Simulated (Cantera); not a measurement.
What does this Cantera script print?

```python
import numpy as np
import cantera as ct

gas_names = """
    CL CL2 H HCL H2 N NH NH2 NH3 N2 N2H2 N2H4 Si SiCL SiCL2 SiCL3 SiCL4 SiH SiHCL3 SiH2 SiH2CL2 SiH3
    SiH3CL SiH4 SiN Si2 Si2N Si3
""".split()
cond_names = """
    NH4CL(a) NH4CL(b) Si(cr) Si(L) Si3N4(a)
""".split()


# ... load() reads the species with a 1 bar reference pressure and builds the phases ...
atoms = {
    'Si': {'Si': 1},
    'HCl': {'H': 1, 'CL': 1},
    'N2': {'N': 2},
}
top_T = {'Si3N4(a)': 2400}  # K; cautious upper limits of use, not melting points


# ... equilibrate(T, P, feed) seeds the gas with the atoms and calls Mixture.equilibrate('TP', solver="vcs", rtol=1e-11, max_steps=5000) ...
results = []
feed = {'Si': 1, 'HCl': 6.9, 'N2': 51}  # mol
P = 133.322  # Pa
for T in [750, 800, 850, 900, 950, 1000, 1050, 1100, 1150, 1200, 1250]:
    mix = equilibrate(T, P, feed)
    results.append((T, P, feed, dict(zip(mix.species_names, mix.species_moles))))

top = {s: max(r[3][s] / sum(r[3][g] for g in gas_names) for r in results) for s in gas_names}
cols = sorted((s for s in top if top[s] > 1e-06), key=lambda s: -top[s])[:6]
seen = [c for c in cond_names if any(r[3].get(c, 0) > 1e-12 for r in results)]
print("log10 of partial pressures in bar; condensed amounts in mol")
print(f"{'T/K':>10s}" + "".join(f"{s[:9]:>10s}" for s in cols + seen))
for T, P, feed, n in results:
    ng = sum(n[g] for g in gas_names)
    print(f"{T:10.4g}" + "".join(f"{np.log10(max(n[s] / ng * P / 1e5, 1e-99)):10.3f}" for s in cols)
          + "".join(f"{n.get(c, 0):10.4g}" for c in seen))
```

It prints:

```
log10 of partial pressures in bar; condensed amounts in mol
       T/K        N2       HCL        H2     SiCL4     SiCL2     SiCL3  Si3N4(a)
       750    -2.926    -3.986    -4.537    -4.838   -13.078   -10.091    0.1261
       800    -2.926    -3.970    -4.567    -4.868   -11.856    -9.385    0.1401
       850    -2.926    -3.957    -4.595    -4.896   -10.780    -8.763    0.1519
       900    -2.927    -3.946    -4.619    -4.921    -9.825    -8.212    0.1619
       950    -2.927    -3.937    -4.642    -4.944    -8.972    -7.720    0.1704
      1000    -2.927    -3.930    -4.662    -4.965    -8.207    -7.278    0.1776
      1050    -2.927    -3.923    -4.680    -4.986    -7.516    -6.880    0.1834
      1100    -2.927    -3.918    -4.695    -5.009    -6.892    -6.522    0.1871
      1150    -2.928    -3.915    -4.706    -5.040    -6.328    -6.204    0.1871
      1200    -2.928    -3.914    -4.710    -5.091    -5.824    -5.929    0.1787
      1250    -2.928    -3.919    -4.698    -5.188    -5.386    -5.714    0.1534
```

These are equilibrium values from Cantera (NASA tables, ideal gas, pure condensed phases), not measurements of a reactor. N2 is the only nitrogen source here; it is nearly inert below about 1500 K, so the nitride shown seldom forms there in practice. The tables' values for SiCl3 are old estimates; treat these amounts as uncertain.
